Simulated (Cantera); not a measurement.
What does this Cantera script print?

```python
import numpy as np
import cantera as ct

gas_names = """
    Cu CuF CuF2 Cu2 F F2 H HF H2 H2F2 H3F3 H4F4 H5F5 H6F6 H7F7
""".split()
cond_names = """
    Cu(cr) Cu(L) CuF2(s) CuF2(L)
""".split()


# ... load() reads the species with a 1 bar reference pressure and builds the phases ...
atoms = {
    'Cu': {'Cu': 1},
    'F2': {'F': 2},
    'H2': {'H': 2},
    'HF': {'H': 1, 'F': 1},
}
top_T = {}  # K; cautious upper limits of use, not melting points


# ... equilibrate(T, P, feed) seeds the gas with the atoms and calls Mixture.equilibrate('TP', solver="vcs", rtol=1e-11, max_steps=5000) ...
results = []
feed = {'Cu': 1, 'F2': 4.3, 'H2': 3.8, 'HF': 18}  # mol
P = 13332.2  # Pa
for T in [550, 600, 650, 700, 750, 800, 850, 900, 950, 1000, 1050, 1100]:
    mix = equilibrate(T, P, feed)
    results.append((T, P, feed, dict(zip(mix.species_names, mix.species_moles))))
    x = sorted(zip(gas.X, gas.species_names), reverse=True)
    print(f"T = {T:g} K  P = {P:g} Pa  gas = {mix.phase_moles(0):.4g} mol")
    print("   x: " + "  ".join(f"{s} {v:.3e}" for v, s in x if v > 1e-05))
    print("   condensed (mol): " + ("  ".join(f"{mix.phase(i).name} {mix.phase_moles(i):.4g}"
          for i in range(1, mix.n_phases) if mix.phase_moles(i) > 1e-12) or "none"))
```

Output:

```
T = 550 K  P = 13332.2 Pa  gas = 25.6 mol
   x: HF 9.999e-01  H2F2 9.665e-05
   condensed (mol): Cu(cr) 0.5  CuF2(s) 0.5
T = 600 K  P = 13332.2 Pa  gas = 25.6 mol
   x: HF 9.999e-01  H2F2 5.634e-05
   condensed (mol): Cu(cr) 0.5  CuF2(s) 0.5
T = 650 K  P = 13332.2 Pa  gas = 25.6 mol
   x: HF 1.000e+00  H2F2 3.563e-05
   condensed (mol): Cu(cr) 0.5  CuF2(s) 0.5
T = 700 K  P = 13332.2 Pa  gas = 25.6 mol
   x: HF 1.000e+00  H2F2 2.405e-05
   condensed (mol): Cu(cr) 0.5  CuF2(s) 0.5
T = 750 K  P = 13332.2 Pa  gas = 25.6 mol
   x: HF 1.000e+00  H2F2 1.710e-05
   condensed (mol): Cu(cr) 0.5  CuF2(s) 0.5
T = 800 K  P = 13332.2 Pa  gas = 25.6 mol
   x: HF 1.000e+00  H2F2 1.270e-05
   condensed (mol): Cu(cr) 0.5  CuF2(s) 0.5
T = 850 K  P = 13332.2 Pa  gas = 25.6 mol
   x: HF 1.000e+00
   condensed (mol): Cu(cr) 0.5  CuF2(s) 0.5
T = 900 K  P = 13332.2 Pa  gas = 25.6 mol
   x: HF 1.000e+00
   condensed (mol): Cu(cr) 0.5  CuF2(s) 0.4999
T = 950 K  P = 13332.2 Pa  gas = 25.6 mol
   x: HF 1.000e+00  CuF 2.069e-05  CuF2 1.807e-05
   condensed (mol): Cu(cr) 0.4997  CuF2(s) 0.4993
T = 1000 K  P = 13332.2 Pa  gas = 25.6 mol
   x: HF 9.998e-01  CuF 9.749e-05  CuF2 9.002e-05
   condensed (mol): Cu(cr) 0.4988  CuF2(s) 0.4964
T = 1050 K  P = 13332.2 Pa  gas = 25.62 mol
   x: HF 9.992e-01  CuF 3.938e-04  CuF2 3.811e-04
   condensed (mol): Cu(cr) 0.495  CuF2(s) 0.4852
T = 1100 K  P = 13332.2 Pa  gas = 25.67 mol
   x: HF 9.972e-01  CuF2 1.403e-03  CuF 1.393e-03
   condensed (mol): Cu(cr) 0.4821  CuF2(s) 0.4461
```

Method: chemical equilibrium by Gibbs-energy minimisation in Cantera with the NASA 1993 tables (ideal gas, pure condensed phases). Mutual solubility and eutectic melting of coexisting phases are not modelled.
